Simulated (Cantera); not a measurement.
An adiabatic, constant-volume homogeneous reactor starts with 31.6 % H2, 14.4 % O2, 54.0 % N2, equivalence ratio 1.1, at 1025 K and 3750 Torr.

Model: GRI-Mech 3.0 (53 species, 325 reactions), integrated in Cantera. The hydrogen kinetics of GRI-Mech 3.0 are dated; newer H2 mechanisms differ, most at raised pressure. Above 3000 K some thermodynamic fits are extrapolated.

Question: Predict: time of steepest temperature rise; temperature at 0.200 s; equilibrium temperature; x(H2) at 0.200 s; x(O2) at 0.200 s; x(H) at 0.200 s; x(H2O) at 0.200 s; x(O) at 0.200 s; x(NO) at 0.200 s; x(NO2) at 0.200 s.

Answer: 
```
Property                                                             Value
---------------------------------  ---------------------------------------
time of steepest temperature rise                                  4.98 ms
temperature at 0.200 s                                              3062 K
equilibrium temperature                                             3062 K
x(H2) at 0.200 s                     0.0580 (gas-phase equilibrium 0.0580)
x(O2) at 0.200 s                   0.00553 (gas-phase equilibrium 0.00553)
x(H) at 0.200 s                      0.0127 (gas-phase equilibrium 0.0127)
x(H2O) at 0.200 s                      0.283 (gas-phase equilibrium 0.283)
x(O) at 0.200 s                    0.00287 (gas-phase equilibrium 0.00287)
x(NO) at 0.200 s                   0.00736 (gas-phase equilibrium 0.00736)
x(NO2) at 0.200 s                  2.40e-6 (gas-phase equilibrium 2.40e-6)
```
